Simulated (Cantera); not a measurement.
Cantera run:

```python
import numpy as np
import cantera as ct

gas_names = """
    CL CL2 H HCL H2 Si SiCL SiCL2 SiCL3 SiCL4 SiH SiHCL3 SiH2 SiH2CL2 SiH3 SiH3CL SiH4 Si2 Si3
""".split()
cond_names = """
    Si(cr) Si(L)
""".split()


# ... load() reads the species with a 1 bar reference pressure and builds the phases ...
atoms = {
    'Si2Cl6': {'Si': 2, 'CL': 6},
    'HCl': {'H': 1, 'CL': 1},
    'H2': {'H': 2},
    'Cl2': {'CL': 2},
}
top_T = {}  # K; cautious upper limits of use, not melting points


# ... equilibrate(T, P, feed) seeds the gas with the atoms and calls Mixture.equilibrate('TP', solver="vcs", rtol=1e-11, max_steps=5000) ...
results = []
feed = {'Si2Cl6': 1, 'HCl': 1.2, 'H2': 27, 'Cl2': 0.0076}  # mol
T = 1250  # K
P = 51000  # Pa
mix = equilibrate(T, P, feed)
results.append((T, P, feed, dict(zip(mix.species_names, mix.species_moles))))
print(gas.report(threshold=0.001))
for i in range(1, mix.n_phases):
    print(f"{mix.phase(i).name:16s} {mix.phase_moles(i):12.5e} mol")
```

Output:

```
       temperature   1250 K
          pressure   51000 Pa
           density   0.059165 kg/m^3
  mean mol. weight   12.057 kg/kmol
   phase of matter   gas

                          1 kg             1 kmol
                     ---------------   ---------------
          enthalpy       -2.1495e+05       -2.5917e+06  J
   internal energy       -1.0769e+06       -1.2985e+07  J
           entropy             16708        2.0144e+05  J/K
    Gibbs function       -2.1099e+07        -2.544e+08  J
 heat capacity c_p            2912.9             35121  J/K
 heat capacity c_v            2223.3             26807  J/K

                      mass frac. Y      mole frac. X     chem. pot. / RT
                     ---------------   ---------------   ---------------
               HCL           0.15869          0.052481           -37.376
                H2           0.14884           0.89018           -18.878
             SiCL2          0.063916         0.0077854           -60.024
             SiCL3          0.060083         0.0053887            -87.96
             SiCL4            0.3762          0.026699            -115.9
            SiHCL3           0.18102          0.016114           -97.399
           SiH2CL2          0.011087         0.0013235           -78.901
     [  +12 minor]        0.00016752        3.1155e-05

Si(cr)            2.90620e-01 mol
```

Equilibrium computed with Cantera from the NASA thermochemical tables; the gas is ideal and each condensed phase is pure. The feed counts by its element totals alone. The tables' values for SiCl3 are old estimates; treat these amounts as uncertain.
